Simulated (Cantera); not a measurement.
An adiabatic, constant-pressure homogeneous reactor starts with CH₄ : O₂ : N₂ = 1 : 3.39 : 12.7 (molar parts), equivalence ratio 0.59, at 1800 K and 500000 Pa. Integrator tolerance rtol = 1e-08.

Computed with Cantera and GRI-Mech 3.0 (53 species, 325 reactions).

**Question.** What does this change do: N2 12.7 to 30 parts?

**Answer.** 
```
quantity                                                              before                                      after
---------------------------------  -----------------------------------------  -----------------------------------------
time of steepest temperature rise                                    26.8 µs                                    46.1 µs
temperature at 0.200 s                                                2744 K                                     2372 K
equilibrium temperature                                               2744 K                                     2372 K
x(CH₄) at 0.200 s                      <1e-12 (gas-phase equilibrium <1e-12)      <1e-12 (gas-phase equilibrium <1e-12)
x(O₂) at 0.200 s                       0.0711 (gas-phase equilibrium 0.0711)      0.0361 (gas-phase equilibrium 0.0361)
x(C₂H) at 0.200 s                      <1e-12 (gas-phase equilibrium <1e-12)      <1e-12 (gas-phase equilibrium <1e-12)
x(H₂) at 0.200 s                     0.00306 (gas-phase equilibrium 0.00306)  0.000412 (gas-phase equilibrium 0.000412)
x(HCN) at 0.200 s                  1.38e-10 (gas-phase equilibrium 1.38e-10)  1.74e-12 (gas-phase equilibrium 1.74e-12)
```

**Question.** What does this change do: constant volume in place of constant pressure?

**Answer.** 
```csv
quantity,before,after
time of steepest temperature rise,26.8 µs,25.4 µs
temperature at 0.200 s,2744 K,2899 K
equilibrium temperature,2744 K,2899 K
x(CH₄) at 0.200 s,<1e-12 (gas-phase equilibrium <1e-12),<1e-12 (gas-phase equilibrium <1e-12)
x(O₂) at 0.200 s,0.0711 (gas-phase equilibrium 0.0711),0.0692 (gas-phase equilibrium 0.0692)
x(C₂H) at 0.200 s,<1e-12 (gas-phase equilibrium <1e-12),<1e-12 (gas-phase equilibrium <1e-12)
x(H₂) at 0.200 s,0.00306 (gas-phase equilibrium 0.00306),0.00420 (gas-phase equilibrium 0.00420)
x(HCN) at 0.200 s,1.38e-10 (gas-phase equilibrium 1.38e-10),5.20e-10 (gas-phase equilibrium 5.20e-10)
```
